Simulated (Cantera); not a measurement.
Mixture: 25.4 % H2, 15.7 % O2, 58.9 % N2, equivalence ratio 0.81, at 38000 Pa, adiabatic and at constant pressure. Ignition delay is the time to a rise of 400 K.

Cantera simulation using GRI-Mech 3.0 (53 species, 325 reactions); the numbers are that mechanism's predictions, not measurements. Where the delays flatten at high temperature, the 400 K rule measures the pace of heat release, not the induction time.

Question: Predict: delay at 1200 K; delay at 1275 K; delay at 1350 K; delay at 1425 K; delay at 1500 K.

Answer: 
```json
{
  "delay at 1200 K": "0.134 ms",
  "delay at 1275 K": "0.105 ms",
  "delay at 1350 K": "90.2 µs",
  "delay at 1425 K": "83.0 µs",
  "delay at 1500 K": "81.1 µs"
}
```
